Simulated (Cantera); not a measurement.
Cantera run, input and output.

```python
import numpy as np
import cantera as ct

gas = ct.Solution("gri30.yaml")
gas.TPX = 1300, 180000, {'CO': 0.0048, 'O2': 0.0029, 'H2O': 0.0086, 'N2': 1}
reactor = ct.IdealGasConstPressureReactor(gas, energy="off", clone=False)
net = ct.ReactorNet([reactor])
net.rtol, net.atol = 1e-08, 1e-18
show = ['CO', 'O2', 'H2O', 'NO2', 'H2', 'OH', 'HO2']
times = np.geomspace(2e-05, 4, 12)

steps = ct.SolutionArray(gas, extra=["t"])
rows = []
print(f"{'t/s':>10s}{'T/K':>9s}{'P/Pa':>11s}" + "".join(f"{s:>11s}" for s in show))
for t in times:
    while net.time < t:
        t_next = net.step()
        steps.append(gas.state, t=t_next)
    rows.append([np.interp(t, steps.t, y) for y in (steps.T, steps.P, *steps(*show).X.T)])
    print(f"{t:10.3e}{rows[-1][0]:9.1f}{rows[-1][1]:11.4g}" + "".join(f"{x:11.3e}" for x in rows[-1][2:]))
rate = np.gradient(steps.T, steps.t)
print("integrator steps:", len(steps.t))
if steps.T.max() > steps.T[0] + 200:
    print(f"time of steepest temperature rise: {steps.t[rate.argmax()]:.4e} s")
gas.TPX = 1300, 180000, {'CO': 0.0048, 'O2': 0.0029, 'H2O': 0.0086, 'N2': 1}
gas.equilibrate("TP")
print(f"equilibrium (TP): T = {gas.T:.1f} K  " + "  ".join(f"{s} {gas[s].X[0]:.3e}" for s in show))
```

Result:

```
       t/s      T/K       P/Pa         CO         O2        H2O        NO2         H2         OH        HO2
 2.000e-05   1300.0    1.8e+05  4.723e-03  2.853e-03  8.462e-03  3.071e-27  5.991e-14  1.097e-11  3.550e-12
 6.067e-05   1300.0    1.8e+05  4.723e-03  2.853e-03  8.462e-03  1.382e-25  2.533e-12  6.443e-11  1.174e-11
 1.840e-04   1300.0    1.8e+05  4.723e-03  2.853e-03  8.462e-03  1.037e-23  8.998e-11  3.975e-10  7.736e-11
 5.582e-04   1300.0    1.8e+05  4.723e-03  2.853e-03  8.462e-03  4.712e-21  3.292e-09  4.677e-09  1.641e-09
 1.693e-03   1300.0    1.8e+05  4.715e-03  2.849e-03  8.459e-03  1.800e-15  1.481e-06  1.560e-06  4.780e-07
 5.136e-03   1300.0    1.8e+05  1.585e-03  1.398e-03  8.090e-03  8.762e-11  2.503e-04  8.029e-05  7.990e-07
 1.558e-02   1300.0    1.8e+05  2.123e-04  6.312e-04  8.373e-03  2.458e-10  8.038e-05  3.194e-05  2.978e-07
 4.725e-02   1300.0    1.8e+05  3.218e-05  5.130e-04  8.459e-03  8.224e-10  1.543e-05  1.275e-05  1.102e-07
 1.433e-01   1300.0    1.8e+05  4.392e-06  4.948e-04  8.477e-03  1.757e-09  2.448e-06  5.214e-06  2.159e-08
 4.347e-01   1300.0    1.8e+05  5.925e-07  4.928e-04  8.481e-03  1.554e-09  4.137e-07  2.284e-06  3.178e-09
 1.319e+00   1300.0    1.8e+05  1.118e-07  4.927e-04  8.481e-03  7.531e-10  9.637e-08  1.146e-06  5.842e-10
 4.000e+00   1300.0    1.8e+05  3.561e-08  4.928e-04  8.482e-03  3.856e-10  3.457e-08  6.903e-07  1.855e-10
integrator steps: 1488
equilibrium (TP): T = 1300.0 K  CO 2.474e-08  O2 4.823e-04  H2O 8.482e-03  NO2 1.483e-08  H2 2.515e-08  OH 5.796e-07  HO2 1.325e-10
```

Detailed kinetics in Cantera: GRI-Mech 3.0 (53 species, 325 reactions).
